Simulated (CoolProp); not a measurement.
Saturation properties of CF4 (R14).

The numbers come from the reference Helmholtz-energy equation of state, Platzer 1990 in CoolProp. This equation is an older, rougher fit; its heat capacities, sound speeds and derivatives of the liquid may be far off and weren't checked against measurements.

| T (°C) | p (kPa) | vapour Z | vapour viscosity (µPa s) | liquid conductivity (mW/(m K)) |
|---|---|---|---|---|
| -123.75 | 135.7 | 0.9564 | … | 92.3 |
| -115.75 | 223.2 | 0.9367 | 9.61 | 86.3 |
| -107.75 | 348.2 | 0.9119 | 10.2 | 80.3 |
| -99.75 | 519.7 | 0.8816 | 10.9 | 74.4 |
| -91.75 | 747.3 | 0.8453 | … | … |
| -83.75 | 1041 | 0.8023 | 12.4 | 62.4 |
| -75.75 | 1413 | 0.7515 | 13.4 | 56.5 |
| -67.85 | 1868 | … | 14.6 | 50.5 |
| -59.85 | 2433 | 0.6155 | 16.3 | 44.6 |
| -51.85 | 3124 | 0.5091 | 19.2 | 39.1 |

Q: Complete the blanks.

A: 
- -123.75, vapour viscosity (µPa s): 9.03
- -91.75, vapour viscosity (µPa s): 11.6
- -91.75, liquid conductivity (mW/(m K)): 68.4
- -67.85, vapour Z: 0.6913

It boils at -128.0 °C under 1 atm.

Viscosity comes from a separate model (Huber 2003), an estimate that may be off by 10 % or more. Thermal conductivity comes from a separate model (Huber 2003), an estimate that may be off by 10 % or more.
